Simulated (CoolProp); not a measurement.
Properties of R1132(E) along the isotherm 126.85 °C (Tc = 75.7 °C, pc = 5.174 MPa, ω = 0.245).

Model: reference Helmholtz-energy equation of state, Akasaka 2024, in CoolProp.

```
p (MPa)          phase       Z  cv (kJ/(kg K))  Joule-Thomson coefficient (K/MPa)  isothermal compressibility (1/MPa)  expansivity (1/kK)  fugacity coefficient
-------  -------------  ------  --------------  ---------------------------------  ----------------------------------  ------------------  --------------------
0.812              gas  0.9657          0.9894                              7.150                               1.276               2.831                0.9665
1.62               gas  0.9302           1.000                              7.269                              0.6653               3.223                0.9338
2.44               gas  0.8929           1.012                              7.384                              0.4618               3.702                0.9011
3.25               gas  0.8546           1.025                              7.484                              0.3642               4.280                0.8693
4.06               gas  0.8147           1.038                              7.561                              0.3080               4.996                0.8381
4.88               gas  0.7726           1.053                              7.601                              0.2727               5.907                0.8070
5.69     supercritical  0.7293           1.070                              7.584                              0.2504               7.053                0.7768
6.5      supercritical  0.6845           1.087                              7.480                              0.2360               8.516                0.7471
```
